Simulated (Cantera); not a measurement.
Charge: 1 mol Si₃N₄, 1.4 mol O₂, 700 mol H₂, at 57.0 mbar.

These are equilibrium values from Cantera (NASA tables, ideal gas, pure condensed phases), not measurements of a reactor. Candidate condensed phases: H₂O, Si, SiO₂, Si₂N₂O, Si₃N₄; 35 gas species. Mutual solubility and eutectic melting of coexisting phases are not modelled. The tables hold silica as quartz up to 1696 K and as liquid above; real silica turns to tridymite and cristobalite and melts near 1996 K. Gases not in the tables: Si₂H₆ and higher silanes. Kinetics and transport are ignored.

### Question
Which condensed phases are stable at each of these points (T (K)): 1300, 1375, 1450, 1525, 1600, 1675, 1750, 1825, 1900, 1975, 2050, 2125, 2200?

### Answer
```
T (K)            condensed phases  Si condensed (%)
-----  --------------------------  ----------------
1300   SiO₂(β-quartz) + Si₂N₂O(s)             100.0
1375   SiO₂(β-quartz) + Si₂N₂O(s)              99.4
1450   SiO₂(β-quartz) + Si₂N₂O(s)              94.7
1525   SiO₂(β-quartz) + Si₂N₂O(s)              62.6
1600                    Si₂N₂O(s)              13.7
1675                        Si(s)               6.2
1750                        Si(l)               5.3
1825                        Si(l)               3.4
1900                     gas only               0.0
1975                     gas only               0.0
2050                     gas only               0.0
2125                     gas only               0.0
2200                     gas only               0.0
```

From 1300 K to 1525 K the condensed part is SiO₂(β-quartz) + Si₂N₂O(s). At 1600 K the condensed part is Si₂N₂O(s). At 1675 K the condensed part is Si(s). From 1750 K to 1825 K the condensed part is Si(l). From 1900 K to 2200 K nothing is condensed.
